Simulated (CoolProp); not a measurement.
Saturated liquid density (kg/m³) of sulfur hexafluoride: the reference equation beside estimates from Tc = 45.6 °C, pc = 37.55 bar, ω = 0.210.

The numbers come from the reference Helmholtz-energy equation of state, Guder 2009 in CoolProp.

```
T (°C)  reference  Redlich-Kwong  Soave-Redlich-Kwong  Peng-Robinson
------  ---------  -------------  -------------------  -------------
-41.05       1802           1659                 1717           1945
-37.25       1783              …                 1694           1920
-33.35       1762              …                 1670              …
-29.55          …           1586                 1645              …
-25.75       1720           1561                 1620           1838
-21.85       1698           1534                 1593           1808
-18.05       1675           1506                    …           1778
-14.25       1652           1478                    …           1746
-10.35       1628           1448                 1508           1712
-6.55        1603           1418                 1477           1677
-2.75        1577           1387                 1445           1640
1.15         1550           1353                 1411           1601
4.95         1522           1319                 1376           1560
8.75         1492           1283                 1338           1517
12.65        1460           1245                 1298              …
```

### Question
Fill in the missing entries.

### Answer

- -37.25, Redlich-Kwong: 1636
- -33.35, Redlich-Kwong: 1611
- -33.35, Peng-Robinson: 1893
- -29.55, reference: 1741
- -29.55, Peng-Robinson: 1866
- -18.05, Soave-Redlich-Kwong: 1566
- -14.25, Soave-Redlich-Kwong: 1538
- 12.65, Peng-Robinson: 1470

Absolute difference from the reference over all 15 rows, mean and median: Redlich-Kwong 10.8 and 10.5 %, Soave-Redlich-Kwong 7.3 and 6.9 %, Peng-Robinson 5.2 and 5.7 %.
